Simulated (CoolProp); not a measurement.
A simple Rankine cycle with p-xylene: condensing at 325.15 K, boiler at 1.42 MPa, turbine inlet 552.1 K, turbine efficiency 0.65, pump efficiency 0.6, no recuperator. Each further row changes one setting.

Model: reference Helmholtz-energy equation of state, Zhou 2012, in CoolProp.

```csv
case,thermal efficiency (%),net work (kJ/kg),heat in (kJ/kg),turbine exit temperature (K),volume ratio over the turbine
as stated,(withheld),129,726,(withheld),343
turbine inlet 572.1 K,17.6,(withheld),774,(withheld),327
condensing temperature 317.15 K,18.5,(withheld),740,457.2,500
boiler pressure 0.994 MPa,17.0,126,(withheld),472.9,216
turbine efficiency 0.55,15.0,(withheld),726,473.0,(withheld)
```

Complete the blanks.


- as stated, thermal efficiency (%): 17.7
- as stated, turbine exit temperature (K): 461.8
- turbine inlet 572.1 K, net work (kJ/kg): 136
- turbine inlet 572.1 K, turbine exit temperature (K): 484.4
- condensing temperature 317.15 K, net work (kJ/kg): 137
- boiler pressure 0.994 MPa, heat in (kJ/kg): 743
- turbine efficiency 0.55, net work (kJ/kg): 109
- turbine efficiency 0.55, volume ratio over the turbine: 352
